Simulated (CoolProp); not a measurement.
Vapour-liquid equilibrium of R134a (1) + methanol (2) at 318.8 K; x and y are mole fractions of (1).

The numbers come from the multi-fluid Helmholtz-energy mixture model, Tillner-Roth 1994 and de Reuck 1993; pair parameters Bell 2016 in CoolProp.

Question: Give the bubble pressure and the first vapour's composition at x = 0.15, 0.65, 0.85. Is there an azeotrope?

Answer: x = 0.15: 4.516 bar, y = 0.899; x = 0.65: 8.493 bar, y = 0.956; x = 0.85: 10.11 bar, y = 0.977. No azeotrope shows between x = 0.05 and 0.95.

Pair parameters are fitted to limited data, so mixtures are less certain than the pure fluids. The gap from Raoult's law changes sign with composition, which may be real or a fault of the pair parameters; it wasn't checked against measurements. With so large a gap from Raoult's law the liquid may split in two, which this calculation doesn't test in full.
